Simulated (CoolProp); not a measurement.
Vapour-liquid equilibrium of acetone (1) + p-xylene (2) at 221 kPa; x and y are mole fractions of (1).

Values from CoolProp's multi-fluid Helmholtz-energy mixture model, Lemmon 2006 and Zhou 2012; pair parameters Bell 2016.

### Question
Give the bubble temperature and the first vapour's composition at x = 0.35, 0.5, 0.65. Is there an azeotrope?

### Answer
x = 0.35: 380.6 K, y = 0.855; x = 0.5: 372.0 K, y = 0.907; x = 0.65: 365.8 K, y = 0.940. No azeotrope shows between x = 0.05 and 0.95.

Pair parameters are fitted to limited data, so mixtures are less certain than the pure fluids.
